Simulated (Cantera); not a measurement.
A perfectly stirred reactor is fed with H2 : O2 : N2 : H2O = 0.63 : 0.735 : 2.76 : 0.17 (molar parts), equivalence ratio 0.43, at 248 Torr; it is adiabatic with a 450 K inlet, and is followed from long to short residence time, starting on the burning branch (τ in s: 0.038, 0.018, 0.0089, 0.0043, 0.0021, 0.00099, 0.00048, 0.00023, 0.00011, 5.4e-05).

Model: the H2/O2 subset of GRI-Mech 3.0, which has no nitrogen chemistry, integrated in Cantera.

One state of this run: T (K) = 1491; x H2 = 0.00315; x O2 = 0.105; x H2O = 0.194; x O = 0.00277; x H2O2 = 8.66e-7; x HO2 = 1.59e-5; x OH = 0.00410. x: mole fraction; the columns are a selection and need not sum to one.

Task: Which value of τ (s) does it belong to?
A) 0.0043
B) 0.0089
C) 0.00099
D) 5.4e-5

Result: A, 0.0043
